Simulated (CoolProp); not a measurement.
A single-stage vapour-compression cycle with nitrous oxide: evaporating at 246.15 K (dew point), condensing at 296.15 K (bubble point), superheat 10 K, subcooling 8 K, compressor efficiency 0.8, no pressure losses. Each further row changes one setting.

Model: reference Helmholtz-energy equation of state, Lemmon 2006, in CoolProp. It is a short technical equation, of lower accuracy than the large ones.

```tsv
case	cooling COP	pressure ratio	discharge temperature (K)	refrigerating effect (kJ/kg)	volumetric capacity (kJ/m³)
as stated	2.72	3.73	363.5	212	7420
evaporating temperature 251.15 K	___	___	___	213	8700
condensing temperature 291.15 K	3.18	3.33	353.2	224	7830
subcooling 13 K	2.88	3.73	363.5	___	7860
superheat 20 K	2.69	3.73	___	223	7340
compressor efficiency 0.7	___	3.73	___	212	7420
```

### Question
Complete the blanks.

### Answer

- evaporating temperature 251.15 K, cooling COP: 3.15
- evaporating temperature 251.15 K, pressure ratio: 3.19
- evaporating temperature 251.15 K, discharge temperature (K): 356.0
- subcooling 13 K, refrigerating effect (kJ/kg): 225
- superheat 20 K, discharge temperature (K): 376.6
- compressor efficiency 0.7, cooling COP: 2.38
- compressor efficiency 0.7, discharge temperature (K): 372.7
